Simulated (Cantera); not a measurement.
**Equilibrium for boron, boron nitride and boron oxide: B2O3 + NH3 + H2**

Input: 1 mol B2O3, 0.14 mol NH3, 16 mol H2, held at 1625 °C.

These are equilibrium values from Cantera (NASA tables, ideal gas, pure condensed phases), not measurements of a reactor. Candidate condensed phases: B, BN, B2O3, B3O3H3, H2O; 39 gas species. The numbers say what is thermodynamically allowed, not how fast it happens.

```csv
P (Pa),log p H2,log p H,log p HBO2,log p HBO,log p BO,log p B2O3,log p H2O,log p N2,n B2O3(l)
10,-4.08,-5.15,-5.49,-5.75,-5.61,-5.79,-6.23,-6.41,0
28,-3.62,-4.92,-5.04,-5.22,-5.31,-5.28,-5.86,-5.96,0
77,-3.17,-4.69,-4.61,-4.73,-5.04,-4.80,-5.47,-5.51,0
220,-2.71,-4.46,-4.16,-4.23,-4.78,-4.32,-5.06,-5.06,0
600,-2.27,-4.24,-3.73,-3.77,-4.54,-3.87,-4.65,-4.62,0
1700,-1.82,-4.01,-3.28,-3.30,-4.30,-3.41,-4.21,-4.16,0
4600,-1.38,-3.80,-2.85,-2.86,-4.07,-2.97,-3.79,-3.73,0
13000,-0.93,-3.57,-2.40,-2.41,-3.84,-2.51,-3.34,-3.28,0
36000,-0.49,-3.35,-1.96,-1.96,-3.62,-2.07,-2.90,-2.84,0
100000,-0.03,-3.12,-1.67,-1.63,-3.51,-1.90,-2.49,-2.38,0.373
```
log p: log10 of the partial pressure in bar; n: condensed amount in mol.

From 10.0 Pa to 0.360 bar nothing is condensed. At 1.00 bar the condensed part is B2O3(l). The main B-bearing gas is HBO2 at 10.0 Pa and B2O3 at 1.00 bar.
